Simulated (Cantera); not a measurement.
Input: 1 mol CuO, 6 mol C, 1.6 mol CO, held at 2575 K and 0.0170 bar.

Equilibrium computed with Cantera from the NASA thermochemical tables; the gas is ideal and each condensed phase is pure. Candidate condensed phases: C, Cu, CuO, Cu₂O; 15 gas species. The numbers say what is thermodynamically allowed, not how fast it happens.

Base state: CO 0.722, Cu 0.278, C₃ 9.07e-5, Cu₂ 8.91e-5, C 2.66e-5 (mole fractions); condensed: C(graphite).

**Question.** What changes in the equilibrium state with this change: CuO replaced by Fe₃O₄?

**Answer.** 
```
species            before    after
----------------  -------  -------
CO                  0.722    0.651
Fe                      0    0.349
C₃                9.07e-5  9.07e-5
Cu                  0.278        0
Cu₂               8.91e-5        0
C                 2.66e-5  2.66e-5
C(graphite), mol     5.00     2.00
```
Further candidate phases: Fe, Fe(CO)₅, FeO, Fe₂O₃, Fe₃O₄.

**Question.** What changes in the equilibrium state with this change: CuO replaced by MgO?

**Answer.** 
| species | before | after |
|---|---|---|
| CO | 0.722 | 0.722 |
| Mg | 0 | 0.278 |
| C₃ | 9.07e-5 | 9.07e-5 |
| Cu | 0.278 | 0 |
| Cu₂ | 8.91e-5 | 0 |
| C | 2.66e-5 | 2.66e-5 |
| C(graphite), mol | 5.00 | 5.00 |
Further candidate phases: Mg, MgCO₃, MgO.
